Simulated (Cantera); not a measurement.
An isothermal, constant-pressure homogeneous reactor starts with C2H4 : H2 = 1 : 1.2 (molar parts), at 2023 K and 2670 Pa.

Computed with Cantera and GRI-Mech 3.0 (53 species, 325 reactions). GRI-Mech 3.0 was tuned for natural gas; its chemistry of ethylene as a main component is partial and can be far from experiment. GRI-Mech 3.0 stops at C3 and has no aromatics, soot or wall deposition, so with more carbon than oxygen in the feed, carbon stays in small species such as C2H2 where larger ones or solid carbon would form. Radical loss at walls, strong at low pressure, is not modelled.

x: mole fraction; the columns are a selection and need not sum to one.

| t (s) | x C2H4 | x H2 | x CH4 | x C2H | x C2H2 | x CH3 | x H |
|---|---|---|---|---|---|---|---|
| 2.00e-5 | 0.446 | 0.548 | 1.91e-8 | 3.35e-9 | 0.00591 | 3.54e-8 | 1.58e-5 |
| 9.15e-5 | 0.415 | 0.558 | 9.00e-7 | 6.84e-8 | 0.0270 | 4.01e-7 | 7.04e-5 |
| 0.000418 | 0.285 | 0.598 | 1.94e-5 | 1.09e-6 | 0.116 | 1.56e-6 | 0.000279 |
| 0.00191 | ___ | 0.673 | ___ | ___ | ___ | ___ | ___ |
| 0.00875 | 6.37e-5 | 0.685 | 0.000101 | 2.22e-5 | 0.312 | 7.03e-6 | 0.00242 |
| 0.0400 | 3.58e-5 | 0.680 | 9.23e-5 | 7.57e-5 | 0.311 | 2.19e-5 | 0.00821 |
| 0.183 | 3.32e-5 | 0.679 | 0.000101 | 8.92e-5 | 0.311 | 2.82e-5 | 0.00966 |
| 0.837 | 3.32e-5 | 0.679 | 0.000110 | 8.92e-5 | 0.311 | 3.08e-5 | 0.00966 |
| 3.83 | 3.32e-5 | 0.679 | 0.000111 | 8.92e-5 | 0.311 | 3.08e-5 | 0.00966 |
| 17.5 | 3.32e-5 | 0.679 | 0.000111 | 8.92e-5 | 0.311 | 3.08e-5 | 0.00966 |
| 80.0 | 3.32e-5 | 0.679 | 0.000111 | 8.92e-5 | 0.311 | 3.08e-5 | 0.00966 |

Task: Fill in the missing entries.

Result: 
- 0.00191, x C2H4: 0.0445
- 0.00191, x CH4: 8.83e-5
- 0.00191, x C2H: 4.25e-6
- 0.00191, x C2H2: 0.282
- 0.00191, x CH3: 1.72e-6
- 0.00191, x H: 0.000503
